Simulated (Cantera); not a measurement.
Input: 1 mol CH₃Cl, 0.16 mol H₂, equilibrated at 1902 °C and 0.133 bar.

Equilibrium computed with Cantera from the NASA thermochemical tables; the gas is ideal and each condensed phase is pure. Candidate condensed phases: C, C₆H₆, C₇H₈, C₈H₁₈; 91 gas species. Kinetics and transport are ignored.

Base state: H₂ 0.530, HCl 0.453, H 0.00973, Cl 0.00607, C₂H₂ (acetylene) 0.00118, CH₄ 1.04e-5 (mole fractions); condensed: C(graphite).

What changes in the equilibrium state with this change: temperature from 1902 °C to 2300 °C?


```json
[
 {"species": "H₂", "before": "0.530", "after": "0.488"},
 {"species": "HCl", "before": "0.453", "after": "0.401"},
 {"species": "H", "before": "0.00973", "after": "0.0658"},
 {"species": "Cl", "before": "0.00607", "after": "0.0379"},
 {"species": "C₃", "before": "1.09e-8", "after": "1.13e-5"},
 {"species": "C₂H", "before": "7.01e-7", "after": "8.01e-5"},
 {"species": "C₄H₂", "before": "1.07e-6", "after": "4.30e-5"},
 {"species": "C(graphite), mol", "before": "0.995", "after": "0.966"}
]
```

What changes in the equilibrium state with this change: temperature from 1902 °C to 2327 °C?


```csv
species,before,after
H₂,0.530,0.483
HCl,0.453,0.394
H,0.00973,0.0730
Cl,0.00607,0.0418
C₃,1.09e-8,1.66e-5
C₂H,7.01e-7,0.000104
"C(graphite), mol",0.995,0.963
```
